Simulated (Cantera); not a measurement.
An adiabatic, constant-pressure homogeneous reactor starts with CH4 : H2 : O2 : N2 = 1 : 0.046 : 2.15 : 8.09 (molar parts), equivalence ratio 0.94, at 1725 K and 100000 Pa.

Detailed kinetics in Cantera: GRI-Mech 3.0 (53 species, 325 reactions).

Q: Predict: time of steepest temperature rise; temperature at 3.00 s; equilibrium temperature; x(H2) at 3.00 s; x(O2) at 3.00 s; x(NO) at 3.00 s.

A: 
```
Property                                                          Result
---------------------------------  -------------------------------------
time of steepest temperature rise                               0.163 ms
temperature at 3.00 s                                             2798 K
equilibrium temperature                                           2798 K
x(H2) at 3.00 s                    0.0183 (gas-phase equilibrium 0.0183)
x(O2) at 3.00 s                    0.0266 (gas-phase equilibrium 0.0266)
x(NO) at 3.00 s                    0.0122 (gas-phase equilibrium 0.0122)
```
